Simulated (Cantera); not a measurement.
Standard-state values (1 bar) from the NASA 1993 polynomials, evaluated with Cantera. Values are per mole of reaction as written; species without (g) are pure solids or liquids, kept so even where they would boil at 1 bar.

**Question.** Between 300 and 2098 K, where is each reaction favourable under standard conditions?
- HCl(g) ⇌ H(g) + Cl(g)

**Answer.** 
- HCl(g) ⇌ H(g) + Cl(g): ΔG° is 404 kJ at 300 K and 207 kJ at 2098 K; it stays positive (K < 1). ΔH° is 450 kJ and ΔS° 116 J/K at 2098 K.
